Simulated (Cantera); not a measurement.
Cantera run:

```python
import numpy as np
import cantera as ct

gas_names = """
    C CH CH2 CH3 CH2OH CH3O CH4 CH3OH CO CO2 COOH C2 C2H CHCO,ketyl C2H2,acetylene C2H2,vinylidene
    CH2CO,ketene C2H3,vinyl CH3CO,acetyl C2H4 C2H4O,ethylen CH3CHO,ethanal CH3COOH (HCOOH)2 C2H5 C2H6
    CH3OCH3 C2H5OH C2O C3 C3H3,propargyl C3H4,allene C3H4,propyne C3H4,cyclo- C3H5,allyl C3H6,propylene
    C3H6,cyclo- C3H6O C3H7,n-propyl C3H7,i-propyl C3H8 C3H8O,1propanol C3H8O,2propanol C3O2 C4 C4H2
    C4H4,1,3-cyclo- C4H6,butadiene C4H6,2-butyne C4H6,cyclo- C4H8,1-butene C4H8,cis2-buten
    C4H8,tr2-butene C4H8,isobutene C4H8,cyclo- (CH3COOH)2 C4H9,n-butyl C4H9,i-butyl C4H9,s-butyl
    C4H9,t-butyl C4H10,isobutane C4H10,n-butane C5 C5H6,1,3cyclo- C5H8,cyclo- C5H10,1-pentene
    C5H10,cyclo- C5H11,pentyl C5H11,t-pentyl C5H12,n-pentane C5H12,i-pentane CH3C(CH3)2CH3 C6H2
    C6H5,phenyl C6H5O,phenoxy C6H6 C6H5OH,phenol C6H10,cyclo- C6H12,1-hexene C6H12,cyclo- C6H13,n-hexyl
    C7H7,benzyl C7H8 C7H8O,cresol C7H14,1-heptene C7H15,n-heptyl C7H16,n-heptane C8H8,styrene
    C8H10,ethylbenz C8H16,1-octene C8H17,n-octyl C8H18,isooctane C8H18,n-octane C9H19,n-nonyl
    C10H8,naphthale C10H21,n-decyl C12H9,o-bipheny C12H10,bipheny H HCO HO2 H2 HCHO,formaldehy HCOOH H2O
    H2O2 O OH O2 O3
""".split()
cond_names = """
    C(gr) C6H6(L) C7H8(L) C8H18(L),n-octa H2O(s) H2O(L)
""".split()


def load(file, names, dense=False):
    # The tables refer to 1 bar. Condensed volumes are neglected.
    table = {s.name: s for s in ct.Species.list_from_file(file)}
    out = []
    for n in names:
        d = dict(table[n].input_data)
        d["thermo"] = dict(d["thermo"], **{"reference-pressure": 1e5})
        if dense:
            d["equation-of-state"] = {"model": "constant-volume", "density": "1e6 g/cm^3"}
        out.append(ct.Species.from_dict(d))
    return out


gas = ct.Solution(thermo="ideal-gas", species=load("nasa_gas.yaml", gas_names))
cond = {s.name: ct.Solution(thermo="fixed-stoichiometry", species=[s], name=s.name)
        for s in load("nasa_condensed.yaml", cond_names, dense=True)}
atoms = {
    'CO': {'C': 1, 'O': 1},
    'CO2': {'C': 1, 'O': 2},
    'H2': {'H': 2},
}
top_T = {'C(gr)': 4500}  # K; cautious upper limits of use, not melting points


def equilibrate(T, P, feed):
    n = {}
    for name, mol in feed.items():
        for a, k in atoms[name].items():
            n[a] = n.get(a, 0.0) + k * mol
    gas.TPX = T, P, n
    mass = sum(n.values()) * gas.mean_molecular_weight
    gas.equilibrate("TP")
    valid = [c for c in cond.values() if c.min_temp <= T <= top_T.get(c.name, c.max_temp)]
    mix = ct.Mixture([(gas, mass / gas.mean_molecular_weight)] + [(c, 0.0) for c in valid])
    mix.T, mix.P = T, P
    mix.equilibrate("TP", solver="vcs", rtol=1e-11, max_steps=5000)
    return mix


results = []
T = 2750  # K
P = 1400000  # Pa
for m in [0.34, 0.68, 1, 1.4, 1.7, 2, 2.4, 2.7, 3.1, 3.4, 3.8, 4.1]:
    feed = {'CO': 1, 'CO2': m, 'H2': 2.8}  # mol
    mix = equilibrate(T, P, feed)
    results.append((T, P, feed, dict(zip(mix.species_names, mix.species_moles))))

top = {s: max(r[3][s] / sum(r[3][g] for g in gas_names) for r in results) for s in gas_names}
cols = sorted((s for s in top if top[s] > 0.001), key=lambda s: -top[s])[:9]
seen = [c for c in cond_names if any(r[3].get(c, 0) > 1e-12 for r in results)]
print("log10 of partial pressures in bar; condensed amounts in mol")
print(f"{'n(CO2)':>10s}" + "".join(f"{s[:9]:>10s}" for s in cols + seen))
for T, P, feed, n in results:
    ng = sum(n[g] for g in gas_names)
    print(f"{feed['CO2']:10.4g}" + "".join(f"{np.log10(max(n[s] / ng * P / 1e5, 1e-99)):10.3f}" for s in cols)
          + "".join(f"{n.get(c, 0):10.4g}" for c in seen))
```

Result:

```
log10 of partial pressures in bar; condensed amounts in mol
    n(CO2)        H2        CO       H2O       CO2         H        OH
      0.34     0.916     0.645     0.022    -1.085    -0.707    -2.172
      0.68     0.826     0.700     0.277    -0.686    -0.752    -1.872
         1     0.741     0.735     0.401    -0.441    -0.794    -1.706
       1.4     0.634     0.764     0.492    -0.213    -0.848    -1.561
       1.7     0.553     0.778     0.535    -0.076    -0.888    -1.478
         2     0.474     0.786     0.564     0.040    -0.928    -1.409
       2.4     0.371     0.789     0.587     0.170    -0.979    -1.335
       2.7     0.297     0.788     0.596     0.252    -1.016    -1.288
       3.1     0.203     0.783     0.600     0.344    -1.063    -1.237
       3.4     0.137     0.777     0.599     0.403    -1.097    -1.205
       3.8     0.054     0.766     0.594     0.471    -1.138    -1.169
       4.1    -0.004     0.757     0.588     0.514    -1.167    -1.146
```

Method: chemical equilibrium by Gibbs-energy minimisation in Cantera with the NASA 1993 tables (ideal gas, pure condensed phases).
